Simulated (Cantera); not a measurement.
A perfectly stirred reactor is fed with CH2O : O2 : N2 = 0.0092 : 0.019 : 1 (molar parts), equivalence ratio 0.48, at 0.987 atm; it is held at 1423 K, and followed from long to short residence time.

Detailed kinetics in Cantera: GRI-Mech 3.0 (53 species, 325 reactions).

x: mole fraction; the columns are a selection and need not sum to one.

```
τ (s)    x CH2O     x O2    x CO2  x C2H6    x HO2     x NO
------  -------  -------  -------  ------  -------  -------
13      1.30e-7  0.00953  0.00893  <1e-12  9.24e-8  2.55e-6
4.9         ___  0.00953  0.00892  <1e-12      ___  2.78e-6
1.8     4.75e-7  0.00954  0.00890  <1e-12  3.11e-7  2.78e-6
0.69    8.64e-7  0.00955  0.00886  <1e-12  5.29e-7  2.46e-6
0.26    1.54e-6  0.00958  0.00877  <1e-12  8.56e-7  1.97e-6
0.096   2.69e-6  0.00965  0.00862  <1e-12  1.30e-6  1.53e-6
0.036       ___  0.00977  0.00834  <1e-12      ___  1.30e-6
0.013   7.55e-6   0.0100  0.00782  <1e-12  2.42e-6  1.23e-6
0.0050  1.25e-5   0.0104  0.00702  <1e-12  3.08e-6  1.20e-6
```

Question: Fill in the missing entries.

Answer: 
- 4.9, x CH2O: 2.49e-7
- 4.9, x HO2: 1.71e-7
- 0.036, x CH2O: 4.51e-6
- 0.036, x HO2: 1.82e-6
